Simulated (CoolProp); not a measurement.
Methane along the isotherm 229.9 K: density (kg/m³) from the reference equation and from simpler models built on Tc = 190.6 K, pc = 4.599 MPa, ω = 0.011; each cubic takes its own stable root.

Model: reference Helmholtz-energy equation of state, Setzmann 1991, in CoolProp.

```
p (MPa)          phase  reference
-------  -------------  ---------
5.11     supercritical      55.99
10.2     supercritical      156.8
15.3     supercritical      228.3
20.4     supercritical      262.0
25.6     supercritical      283.6
30.7     supercritical      299.1
35.8     supercritical      311.5
40.9     supercritical      321.8
46       supercritical      330.6
```

**Question.** How far does each simpler model (ideal gas, van der Waals, Redlich-Kwong, Soave-Redlich-Kwong) lie from the reference over these 9 states: mean and median of the absolute difference, and the worst?

**Answer.** 
- ideal gas: mean 23.6 %, median 23.4 %, worst -45.4 % at 229.9 K and 10.2 MPa
- van der Waals: mean 14.1 %, median 17.8 %, worst -20.0 % at 229.9 K and 46 MPa
- Redlich-Kwong: mean 2.7 %, median 2.2 %, worst -6.4 % at 229.9 K and 15.3 MPa
- Soave-Redlich-Kwong: mean 3.1 %, median 2.5 %, worst -7.1 % at 229.9 K and 15.3 MPa
